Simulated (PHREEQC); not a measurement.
PHREEQC input (ion-association model, wateq4f.dat):

```
SOLUTION_MASTER_SPECIES
  An  An-  0  An  62.0  # stands for a non-complexing anion
SOLUTION_SPECIES
  An- = An-
    -log_k 0
    -gamma 3.0 0
PHASES
  Fix_H+
    H+ = H+
    -log_k 0
SOLUTION 1
  temp 25
  units mmol/kgw
  pH 7 charge
  F 0.24
  Na 50.24
  An 50
END
SELECTED_OUTPUT 1
  -reset false
  -pH true
  -pe true
  -ionic_strength true
  -water true
  -totals F Na
  -molalities Hfo_wOH Hfo_wOH2+ Hfo_wO- Hfo_sOH Hfo_sOH2+ Hfo_sO- Hfo_wF Hfo_wOHF-
USER_PUNCH 1
  -headings sigma psi
  10 PUNCH EDL("sigma", "Hfo"), EDL("psi", "Hfo")
PRINT
  -reset false
USE solution 1
SURFACE 1
  Hfo_wOH 0.000170787 600 0.076
  Hfo_sOH 4.26966e-06
EQUILIBRIUM_PHASES 1
  Fix_H+ -3 HAn 10
    -force_equality true
  O2(g) -0.68 10
END
# ... the last block is repeated for the other 12 points of pH, with NaOH or the acid as the point needs
```

Selected output (columns that matter, 10 of 13 rows; pH added in front):

```
pH	mu	F	Na	m_Hfo_wOH	m_Hfo_wOH2+	m_Hfo_wO-	m_Hfo_sOH	m_Hfo_sOH2+	m_Hfo_sO-	m_Hfo_wF	m_Hfo_wOHF-	sigma	psi
3	0.051467	0.00018	0.05024	1.7761e-06	0.00010901	6.629e-10	6.8448e-08	4.2012e-06	2.5547e-11	5.8525e-05	1.4742e-06	0.23645	0.14801
3.5	0.050658	0.00017198	0.05024	4.0444e-06	9.8724e-05	3.7957e-09	1.6802e-07	4.1015e-06	1.5769e-10	6.3964e-05	4.0515e-06	0.20901	0.14212
4.5	0.050311	0.00017814	0.05024	2.0861e-05	8.795e-05	1.1335e-07	8.1771e-07	3.4475e-06	4.4432e-09	4.5263e-05	1.6599e-05	0.15803	0.12808
5	0.050278	0.00018869	0.05024	3.9165e-05	7.9871e-05	4.3995e-07	1.3996e-06	2.8543e-06	1.5722e-08	2.9185e-05	2.2127e-05	0.12727	0.11716
5.5	0.050263	0.00020134	0.05024	6.2807e-05	6.7993e-05	1.3291e-06	2.0296e-06	2.1971e-06	4.2949e-08	1.592e-05	2.2738e-05	0.097509	0.10385
6.5	0.050248	0.0002246	0.05024	0.00010771	4.1228e-05	6.4467e-06	2.9597e-06	1.1328e-06	1.7714e-07	3.056e-06	1.2345e-05	0.0495	0.071406
7	0.050243	0.00023222	0.05024	0.00012089	3.1481e-05	1.0635e-05	3.1665e-06	8.2459e-07	2.7856e-07	1.1217e-06	6.66e-06	0.031174	0.051723
7.5	0.050239	0.00023662	0.05024	0.00012749	2.5076e-05	1.4848e-05	3.2514e-06	6.3953e-07	3.7869e-07	3.8119e-07	2.9965e-06	0.015853	0.029354
8.5	0.050241	0.00023951	0.050248	0.00013053	1.7659e-05	2.2104e-05	3.2727e-06	4.4274e-07	5.542e-07	3.9507e-08	4.5154e-07	-0.010599	-0.020186
9	0.050254	0.00023982	0.050264	0.00012961	1.4564e-05	2.6425e-05	3.2438e-06	3.6449e-07	6.6134e-07	1.2421e-08	1.7092e-07	-0.02609	-0.044996
```

The oxide is taken as insoluble; below pH 4 it would dissolve.
